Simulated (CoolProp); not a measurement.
Vapour-liquid equilibrium of carbon dioxide (1) + R143a (2) at 9.9 bar; x and y are mole fractions of (1).

The numbers come from the multi-fluid Helmholtz-energy mixture model, Span 1996 and Lemmon and Jacobsen 2000; pair parameters Bell 2016 in CoolProp.

```
x     bubble temperature, mixture model (K)  bubble temperature, Raoult's law (K)  y, mixture model  y, Raoult's law
----  -------------------------------------  ------------------------------------  ----------------  ---------------
0.05                                  284.0                                 282.1             0.151            0.222
0.2                                   268.7                                 266.7             0.522            0.592
0.35                                  256.3                                 256.3             0.735            0.768
0.5                                   247.7                                 248.7             0.845            0.865
0.65                                  241.8                                 242.8             0.907            0.925
0.8                                   237.5                                 238.0             0.950            0.965
0.95                                  233.9                                 234.0             0.987            0.993
```

The largest gap from Raoult's law is +2.0 K in bubble temperature, at x = 0.2. No azeotrope shows between x = 0.05 and 0.95.

Pair parameters are fitted to limited data, so mixtures are less certain than the pure fluids. The gap from Raoult's law changes sign with composition, which may be real or a fault of the pair parameters; it wasn't checked against measurements.
